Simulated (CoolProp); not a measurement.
The fluid at 398.91 K and 0.852 MPa flows at 0.55 m/s in a round tube of 100 mm bore and 15 µm roughness, fully developed (64/Re and Nu = 3.66 if laminar; Colebrook and Gnielinski if turbulent). The same conditions are run with several fluids, on thermodynamics alone (safety and materials aside).

Computed with CoolProp (reference Helmholtz-energy equation of state of each fluid (R236EA: Rui 2013; CF4 (R14): Platzer 1990; methane: Setzmann 1991; R22: Kamei 1995; R134a: Tillner-Roth 1994)). The equations of Platzer and Polt are older, rougher fits.

```csv
fluid,Reynolds number,Darcy friction factor,pressure drop (Pa/m),heat-transfer coefficient (W/(m² K)),mass flow (kg/h)
R236EA,161000,0.0173,1.14,62.3,678
CF4 (R14),56400,0.0209,0.721,30.0,354
methane,15900,0.0277,0.173,22.0,64.3
R22,69700,0.0201,0.707,28.1,362
R134a,96800,0.0189,0.797,41.9,434
```

Transport values come from each fluid's own correlations; those of R236EA, CF4 (R14), R22, R134a are estimates that may be off by 10 % or more.
